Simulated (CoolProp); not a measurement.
The numbers come from the reference Helmholtz-energy equation of state, Guder 2009 in CoolProp.

For sulfur hexafluoride, give the phase and the cp (kJ/(kg K)) at 58.65 °C and 0.0563 MPa; 58.65 °C and 0.121 MPa.


- 58.65 °C and 0.0563 MPa: gas; cp 0.717
- 58.65 °C and 0.121 MPa: gas; cp 0.719
